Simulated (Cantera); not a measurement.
A closed system holds: 1 mol C3H6, 49 mol H2, 1 mol CO2, equilibrated at 3.00 bar.

Method: chemical equilibrium by Gibbs-energy minimisation in Cantera with the NASA 1993 tables (ideal gas, pure condensed phases). Candidate condensed phases: C, C6H6, C7H8, C8H18, H2O; 110 gas species. Rates play no part.

Q: At 2648 K, list the 6 most abundant gas species with their mole fractions, and the condensed phases.

A: H2 0.919, CO 0.0366, H 0.0257, C2H2 (acetylene) 0.0177, CH4 0.000302, CH3 0.000147. Condensed: gas only.
